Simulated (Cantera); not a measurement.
## Stirred combustor or abatement burner

A perfectly stirred reactor is fed with 3.75 % CH4, 0.334 % C2H6, 20.2 % O2, 75.7 % N2, equivalence ratio 0.43, at 698 Torr; it is adiabatic with a 500 K inlet, and is followed from long to short residence time, starting on the burning branch (τ in s: 0.059, 0.022, 0.0085, 0.0032, 0.0012, 0.00046, 0.00017, 6.6e-05, 2.5e-05).

Cantera simulation using GRI-Mech 3.0 (53 species, 325 reactions); the numbers are that mechanism's predictions, not measurements.

```tsv
τ (s)	T (K)	x CH4	x C2H6	x O2	x C2H	x H2O2
0.059	1501	3.21e-5	7.63e-7	0.115	4.23e-11	1.73e-7
0.022	1494	6.12e-5	1.44e-6	0.115	6.25e-11	2.65e-7
0.0085	1482	0.000117	2.71e-6	0.116	8.00e-11	4.00e-7
0.0032	1458	0.000243	5.51e-6	0.117	8.82e-11	6.25e-7
0.0012	1402	0.000669	1.49e-5	0.120	8.20e-11	1.13e-6
0.00046	500	0.0375	0.00334	0.202	<1e-12	<1e-12
0.00017	500	0.0375	0.00334	0.202	<1e-12	<1e-12
6.6e-5	500	0.0375	0.00334	0.202	<1e-12	<1e-12
2.5e-5	500	0.0375	0.00334	0.202	<1e-12	<1e-12
```
x: mole fraction; the columns are a selection and need not sum to one.
